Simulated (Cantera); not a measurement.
A perfectly stirred reactor is fed with H2 : O2 : N2 = 0.058 : 1 : 5 (molar parts), equivalence ratio 0.029, at 17.3 Torr; it is held at 1125 K, and followed from long to short residence time.

Cantera simulation using the H2/O2 subset of GRI-Mech 3.0, which has no nitrogen chemistry; the numbers are that mechanism's predictions, not measurements. Radical loss at walls, strong at low pressure, is not modelled.

x: mole fraction; the columns are a selection and need not sum to one.

```json
[
 {"τ (s)": "5.2", "x H2": "3.22e-5", "x O2": "0.161", "x OH": "0.000115", "x HO2": "…", "x H2O": "0.00952", "x H": "1.96e-5"},
 {"τ (s)": "2.1", "x H2": "5.48e-5", "x O2": "0.161", "x OH": "0.000156", "x HO2": "…", "x H2O": "0.00946", "x H": "4.70e-5"},
 {"τ (s)": "0.88", "x H2": "9.06e-5", "x O2": "0.161", "x OH": "0.000209", "x HO2": "…", "x H2O": "0.00937", "x H": "0.000106"},
 {"τ (s)": "0.36", "x H2": "0.000152", "x O2": "0.160", "x OH": "0.000281", "x HO2": "…", "x H2O": "0.00920", "x H": "0.000235"},
 {"τ (s)": "0.15", "x H2": "0.000253", "x O2": "0.160", "x OH": "0.000371", "x HO2": "…", "x H2O": "0.00893", "x H": "0.000475"},
 {"τ (s)": "0.062", "x H2": "0.000431", "x O2": "0.160", "x OH": "0.000481", "x HO2": "…", "x H2O": "0.00849", "x H": "0.000865"},
 {"τ (s)": "0.026", "x H2": "0.000747", "x O2": "0.159", "x OH": "0.000606", "x HO2": "1.16e-6", "x H2O": "0.00787", "x H": "0.00134"},
 {"τ (s)": "0.011", "x H2": "0.00134", "x O2": "0.160", "x OH": "0.000737", "x HO2": "1.24e-6", "x H2O": "0.00700", "x H": "0.00174"},
 {"τ (s)": "0.0044", "x H2": "0.00258", "x O2": "0.160", "x OH": "0.000841", "x HO2": "1.28e-6", "x H2O": "0.00565", "x H": "0.00185"}
]
```

Task: Fill in the missing entries.

Result: 
- 5.2, x HO2: 3.75e-7
- 2.1, x HO2: 5.02e-7
- 0.88, x HO2: 6.40e-7
- 0.36, x HO2: 7.89e-7
- 0.15, x HO2: 9.31e-7
- 0.062, x HO2: 1.06e-6
